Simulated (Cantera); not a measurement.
Input: 1 mol TEOS, 0.12 mol O₃, equilibrated at 0.190 bar.

Method: chemical equilibrium by Gibbs-energy minimisation in Cantera with the NASA 1993 tables (ideal gas, pure condensed phases). Candidate condensed phases: C, C₆H₆, C₇H₈, C₈H₁₈, H₂O, Si, SiC, SiO₂; 123 gas species. The feed counts by its element totals alone. The tables hold silica as quartz up to 1696 K and as liquid above; real silica turns to tridymite and cristobalite and melts near 1996 K. Equilibrium is a limit: real reactors are often held back by kinetics, nucleation or transport.

At 1225 K, list the 4 most abundant gas species with their mole fractions, and the condensed phases.

H₂ 0.807, CO 0.191, CH₄ 0.00163, H₂O 0.000575. Condensed: C(graphite) + SiO₂(β-quartz).
